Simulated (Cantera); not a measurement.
Charge: 1 mol Si3N4, 0.62 mol C, 0.079 mol N2, at 15.0 Pa.

Equilibrium computed with Cantera from the NASA thermochemical tables; the gas is ideal and each condensed phase is pure. Candidate condensed phases: C, Si, SiC, Si3N4; 20 gas species. Mutual solubility and eutectic melting of coexisting phases are not modelled. Equilibrium is a limit: real reactors are often held back by kinetics, nucleation or transport.

Q: Which condensed phases are stable at each of these points (T (K)): 1775, 1875, 1975, 2075, 2175, 2275, 2375, 2475, 2575, 2675, 2775, 2875?

A: 
```json
[
 {"T (K)": "1775", "condensed phases": "Si(l) + SiC(s)", "Si condensed (%)": "98.9"},
 {"T (K)": "1875", "condensed phases": "Si(l) + SiC(s)", "Si condensed (%)": "95.2"},
 {"T (K)": "1975", "condensed phases": "Si(l) + SiC(s)", "Si condensed (%)": "79.1"},
 {"T (K)": "2075", "condensed phases": "SiC(s)", "Si condensed (%)": "17.8"},
 {"T (K)": "2175", "condensed phases": "SiC(s)", "Si condensed (%)": "14.7"},
 {"T (K)": "2275", "condensed phases": "gas only", "Si condensed (%)": "0.0"},
 {"T (K)": "2375", "condensed phases": "gas only", "Si condensed (%)": "0.0"},
 {"T (K)": "2475", "condensed phases": "gas only", "Si condensed (%)": "0.0"},
 {"T (K)": "2575", "condensed phases": "gas only", "Si condensed (%)": "0.0"},
 {"T (K)": "2675", "condensed phases": "gas only", "Si condensed (%)": "0.0"},
 {"T (K)": "2775", "condensed phases": "gas only", "Si condensed (%)": "0.0"},
 {"T (K)": "2875", "condensed phases": "gas only", "Si condensed (%)": "0.0"}
]
```

From 1775 K to 1975 K the condensed part is Si(l) + SiC(s). From 2075 K to 2175 K the condensed part is SiC(s). From 2275 K to 2875 K nothing is condensed.
